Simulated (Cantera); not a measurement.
Feed: 1 mol V2O3, 1200 mol H2, 0.062 mol H2O, equilibrated at 0.133 bar.

These are equilibrium values from Cantera (NASA tables, ideal gas, pure condensed phases), not measurements of a reactor. Candidate condensed phases: H2O, V, VO, V2O3, V2O4, V2O5; 12 gas species. Mutual solubility and eutectic melting of coexisting phases are not modelled. VO: taken at fixed stoichiometry. Condensed phases not in the tables: the oxides between V2O3 and V2O5 other than VO2. The numbers say what is thermodynamically allowed, not how fast it happens.

x: gas mole fraction; n: condensed amount in mol.

```csv
T (°C),x H2,x H2O,x H,x OH,x VO2,x VO,n VO(s),n V2O3(s)
750,1.000,7.28e-5,1.13e-8,<1e-12,<1e-12,<1e-12,0.0508,0.975
825,1.000,?,?,<1e-12,<1e-12,<1e-12,?,?
900,1.000,0.000354,3.23e-7,<1e-12,<1e-12,<1e-12,0.725,0.637
975,0.999,0.000674,1.28e-6,8.81e-12,<1e-12,<1e-12,1.49,0.253
1050,0.999,0.000885,4.34e-6,5.56e-11,7.30e-12,1.29e-12,2.00,0
1125,0.999,0.000885,1.30e-5,2.26e-10,5.86e-11,1.76e-11,2.00,0
1200,0.999,0.000885,?,?,?,?,2.00,0
1275,0.999,0.000885,8.43e-5,2.49e-9,2.01e-9,1.49e-9,2.00,0
```

Q: Some entries are withheld; supply them.

A: 
- 1200, x H: 3.46e-5
- 1200, x OH: 7.98e-10
- 1200, x VO2: 3.77e-10
- 1200, x VO: 1.82e-10
- 825, x H2O: 0.000170
- 825, x H: 6.77e-8
- 825, n VO(s): 0.283
- 825, n V2O3(s): 0.858
